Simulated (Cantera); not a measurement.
A diamond (100) surface in a fixed gas of H2 with x(CH4) = 0.0064, x(H) = 0.0025, x(CH3) = 1e-05, at 1125 K; coverages are run to steady state.

Detailed kinetics in Cantera: the Harris–Goodwin 1993 mechanism for the reconstructed diamond (100) surface.

One state of this run: growth (µm/h) = 0.0393; θ c6HH = 0.497; θ c6H* = 0.0302; θ c6*H = 0.453; θ c6** = 0.0197; θ c6HM = 0.000293. θ: site fractions in the mechanism's names (c6HH fully hydrogenated, c6H* and c6*H radical sites, c6** diradical, c6HM methylated).

### Question
Which value of P (Pa) does it belong to?
A. 2700
B. 1800
C. 4100
D. 6200

### Answer
B, 1800
